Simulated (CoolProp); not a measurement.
Octamethylcyclotetrasiloxane (D4) along the isobar 376 kPa: Z from the reference equation and from simpler models built on Tc = 586.5 K, pc = 1347 kPa, ω = 0.598; each cubic takes its own stable root.

Values from CoolProp's reference Helmholtz-energy equation of state, Thol 2015.

```csv
T (K),phase,reference
392.7,liquid,0.04065
396.2,liquid,0.04050
399.7,liquid,0.04036
403.2,liquid,0.04022
406.7,liquid,0.04009
410.2,liquid,0.03996
413.7,liquid,0.03984
417.2,liquid,0.03972
420.7,liquid,0.03962
424.2,liquid,0.03951
427.7,liquid,0.03942
431.2,liquid,0.03933
434.7,liquid,0.03924
438.2,liquid,0.03916
441.7,liquid,0.03909
445.2,liquid,0.03903
```

Q: How far does each simpler model (van der Waals, Redlich-Kwong, Soave-Redlich-Kwong, Peng-Robinson) lie from the reference over these 16 states: mean and median of the absolute difference, and the worst?

A: 
- van der Waals: mean 310.1 %, median 74.3 %, worst +1968.2 % at 445.2 K and 376 kPa
- Redlich-Kwong: mean 20.4 %, median 20.3 %, worst +21.5 % at 445.2 K and 376 kPa
- Soave-Redlich-Kwong: mean 10.0 %, median 10.0 %, worst +10.2 % at 392.7 K and 376 kPa
- Peng-Robinson: mean 2.6 %, median 2.6 %, worst -2.7 % at 431.2 K and 376 kPa

At some of these states van der Waals gives the other phase, because its saturation line lies elsewhere.
